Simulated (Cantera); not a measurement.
A Cantera script and what it prints.

```python
import numpy as np
import cantera as ct

gas_names = """
    Br Br2 N N2 Si SiBr SiBr2 SiBr3 SiBr4 SiN Si2 Si2N Si3
""".split()
cond_names = """
    Br2(cr) Br2(L) Si(cr) Si(L) Si3N4(a)
""".split()


def load(file, names, dense=False):
    # The tables refer to 1 bar. Condensed volumes are neglected.
    table = {s.name: s for s in ct.Species.list_from_file(file)}
    out = []
    for n in names:
        d = dict(table[n].input_data)
        d["thermo"] = dict(d["thermo"], **{"reference-pressure": 1e5})
        if dense:
            d["equation-of-state"] = {"model": "constant-volume", "density": "1e6 g/cm^3"}
        out.append(ct.Species.from_dict(d))
    return out


gas = ct.Solution(thermo="ideal-gas", species=load("nasa_gas.yaml", gas_names))
cond = {s.name: ct.Solution(thermo="fixed-stoichiometry", species=[s], name=s.name)
        for s in load("nasa_condensed.yaml", cond_names, dense=True)}
atoms = {
    'Si': {'Si': 1},
    'Br2': {'Br': 2},
    'N2': {'N': 2},
}
top_T = {'Si3N4(a)': 2400}  # K; cautious upper limits of use, not melting points


def equilibrate(T, P, feed):
    n = {}
    for name, mol in feed.items():
        for a, k in atoms[name].items():
            n[a] = n.get(a, 0.0) + k * mol
    gas.TPX = T, P, n
    mass = sum(n.values()) * gas.mean_molecular_weight
    gas.equilibrate("TP")
    valid = [c for c in cond.values() if c.min_temp <= T <= top_T.get(c.name, c.max_temp)]
    mix = ct.Mixture([(gas, mass / gas.mean_molecular_weight)] + [(c, 0.0) for c in valid])
    mix.T, mix.P = T, P
    mix.equilibrate("TP", solver="vcs", rtol=1e-11, max_steps=5000)
    return mix


results = []
feed = {'Si': 1, 'Br2': 0.015, 'N2': 0.079}  # mol
T = 948.15  # K
for P in [1000, 3200, 10000, 32000, 100000, 320000, 1000000]:
    mix = equilibrate(T, P, feed)
    results.append((T, P, feed, dict(zip(mix.species_names, mix.species_moles))))

top = {s: max(r[3][s] / sum(r[3][g] for g in gas_names) for r in results) for s in gas_names}
cols = sorted((s for s in top if top[s] > 1e-05), key=lambda s: -top[s])[:9]
seen = [c for c in cond_names if any(r[3].get(c, 0) > 1e-12 for r in results)]
print("log10 of partial pressures in bar; condensed amounts in mol")
print(f"{'P/Pa':>10s}" + "".join(f"{s[:9]:>10s}" for s in cols + seen))
for T, P, feed, n in results:
    ng = sum(n[g] for g in gas_names)
    print(f"{P:10.4g}" + "".join(f"{np.log10(max(n[s] / ng * P / 1e5, 1e-99)):10.3f}" for s in cols)
          + "".join(f"{n.get(c, 0):10.4g}" for c in seen))
```

It prints:

```
log10 of partial pressures in bar; condensed amounts in mol
      P/Pa     SiBr4     SiBr2     SiBr3    Si(cr)  Si3N4(a)
      1000    -2.005    -4.186    -4.382     0.874    0.0395
      3200    -1.498    -3.932    -4.002     0.874    0.0395
     1e+04    -1.002    -3.684    -3.630     0.874    0.0395
   3.2e+04    -0.496    -3.431    -3.251     0.874    0.0395
     1e+05    -0.001    -3.184    -2.879     0.874    0.0395
   3.2e+05     0.505    -2.931    -2.500     0.874    0.0395
     1e+06     1.000    -2.684    -2.129     0.874    0.0395
```

These are equilibrium values from Cantera (NASA tables, ideal gas, pure condensed phases), not measurements of a reactor. N2 is the only nitrogen source here; it is nearly inert below about 1500 K, so the nitride shown seldom forms there in practice. The tables' values for SiBr3 are old estimates; treat these amounts as uncertain.
